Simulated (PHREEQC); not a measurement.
Solution (25 °C): 0.44 mol/kgw HNO3, 0.0095 mol/kgw NiCl2 and 0.0088 mol/kgw CsF. Closed to the air; pH follows from the charge balance.

Computed with PHREEQC (ion-association model, wateq4f.dat).

Task: The ionic strength comes out as 0.468 mol/kgw. What activity coefficients do Cs+, NiCl+, NO3-, F-, Ni+2 get?

Result: Cs+ 0.73, NiCl+ 0.73, NO3- 0.62, F- 0.64, Ni+2 0.29.

Precipitation was switched off in this run. Species that the database lacks are ignored.
